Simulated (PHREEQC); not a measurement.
Solution (20 °C): 1.7e-05 mol/kgw FeCl3. Closed to the air; pH follows from the charge balance.

Equilibrium calculation in PHREEQC: ion-association model, phreeqc.dat.

The pH is 4.50 and the ionic strength is 5.28e-5 mol/kgw. The total alkalinity is -0.0340 meq/kg.

| species | molality | activity | log γ |
|---|---|---|---|
| Cl- | 5.10e-5 | 5.06e-5 | -0.004 |
| H+ | 3.22e-5 | 3.19e-5 | -0.004 |
| Fe(OH)2+ | 1.51e-5 | 1.50e-5 | -0.004 |
| FeOH+2 | 1.81e-6 | 1.75e-6 | -0.015 |
| Fe(OH)3 | 4.85e-8 | 4.85e-8 | 0.000 |
| Fe+3 | 1.26e-8 | 1.17e-8 | -0.032 |

Precipitation was switched off in this run. Examples of supersaturated solids here: Fe(OH)3(a), Hematite (slow to form). Others may be too.
